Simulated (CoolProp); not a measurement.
Vapour-liquid equilibrium of benzene (1) + p-xylene (2) at 500.9 K; x and y are mole fractions of (1).

The numbers come from the multi-fluid Helmholtz-energy mixture model, Thol 2012 and Zhou 2012; pair parameters Bell 2016 in CoolProp.

```tsv
x	bubble pressure (MPa)	y at the bubble point	dew pressure at overall composition x (MPa)	liquid density (mol/L)
0.05	0.7473	0.113	0.7121	6.219
0.2	0.9412	0.376	0.8025	6.445
0.35	1.148	0.563	0.9179	6.681
0.5	(withheld)	0.702	1.070	6.925
0.65	1.599	0.811	1.277	7.179
0.8	1.843	0.900	1.573	(withheld)
0.95	(withheld)	0.976	2.008	7.704
```

Q: Complete the blanks.

A: 
- 0.5, bubble pressure (MPa): 1.368
- 0.8, liquid density (mol/L): 7.439
- 0.95, bubble pressure (MPa): 2.103

No azeotrope shows between x = 0.05 and 0.95.

The pair parameters rest on a limited set of measurements; away from them the model extrapolates.
